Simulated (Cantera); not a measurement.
Input (Python, Cantera):

```python
import numpy as np
import cantera as ct

gas = ct.Solution("gri30.yaml", transport_model="multicomponent")
show = ['NO', 'H', 'CH3']

rows = []
print(f"{'T/K':>7s}{'rho':>11s}{'cp':>10s}{'mu':>11s}{'lambda':>11s}{'Pr':>7s}" + "".join(f"{'D_' + s:>11s}" for s in show))
for T in [400, 650, 900, 1150, 1400, 1650, 1900]:
    gas.TPX = T, 180000, {'CO2': 0.57, 'NO': 0.45}
    Pr = gas.cp_mass * gas.viscosity / gas.thermal_conductivity
    D = [gas.mix_diff_coeffs_mole[gas.species_index(s)] for s in show]
    rows.append([gas.density, gas.cp_mass, gas.viscosity, gas.thermal_conductivity, Pr, *D])
    print(f"{T:7g}{gas.density:11.4e}{gas.cp_mass:10.1f}{gas.viscosity:11.4e}"
          f"{gas.thermal_conductivity:11.4e}{Pr:7.3f}" + "".join(f"{d:11.4e}" for d in D))
print("SI units: kg/m3, J/kg/K, Pa s, W/m/K, m2/s")
```

Result:

```
    T/K        rho        cp         mu     lambda     Pr       D_NO        D_H      D_CH3
    400 2.0475e+00     959.2 2.1033e-05 2.8252e-02  0.714 1.4690e-05 1.0253e-04 1.8259e-05
    650 1.2600e+00    1085.7 3.0765e-05 4.6274e-02  0.722 3.4442e-05 2.4105e-04 4.2930e-05
    900 9.1001e-01    1172.3 3.8900e-05 6.2975e-02  0.724 6.0040e-05 4.2078e-04 7.4940e-05
   1150 7.1218e-01    1228.6 4.6077e-05 7.8104e-02  0.725 9.0772e-05 6.3663e-04 1.1338e-04
   1400 5.8501e-01    1267.0 5.2606e-05 9.1962e-02  0.725 1.2618e-04 8.8540e-04 1.5769e-04
   1650 4.9637e-01    1294.4 5.8666e-05 1.0482e-01  0.724 1.6596e-04 1.1648e-03 2.0745e-04
   1900 4.3106e-01    1313.8 6.4367e-05 1.1681e-01  0.724 2.0985e-04 1.4732e-03 2.6237e-04
SI units: kg/m3, J/kg/K, Pa s, W/m/K, m2/s
```

Model: GRI-Mech 3.0 (53 species, 325 reactions), integrated in Cantera. The composition is frozen, though it would react at the higher temperatures.
